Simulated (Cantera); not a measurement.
Feed: 1 mol ZrO₂, 1.2 mol H₂, 79 mol N₂, held at 0.0130 bar.

These are equilibrium values from Cantera (NASA tables, ideal gas, pure condensed phases), not measurements of a reactor. Candidate condensed phases: H₂O, Zr, ZrN, ZrO₂; 28 gas species. Rates play no part. All values below are at 1402 °C.

Base state: N₂ 0.985, H₂ 0.0149, H 0.000124 (mole fractions); condensed: ZrO₂(tetragonal).

What changes in the equilibrium state with this change: ZrO₂ replaced by Fe₂O₃?


```tsv
species	before	after
N₂	0.985	0.985
H₂O	3.53e-7	0.0125
H₂	0.0149	0.00245
H	0.000124	5.04e-5
Fe	0	2.96e-5
OH	<1e-9	1.24e-5
ZrO₂(tetragonal), mol	1.000	0
FeO(l), mol	0	2.00
```
The tables' stoichiometric FeO is somewhat more stable than real wüstite, so its field is too wide. FeO: taken at fixed stoichiometry. Further candidate phases: Fe, FeO, Fe(OH)₂, Fe(OH)₃, Fe₂O₃, Fe₃O₄.
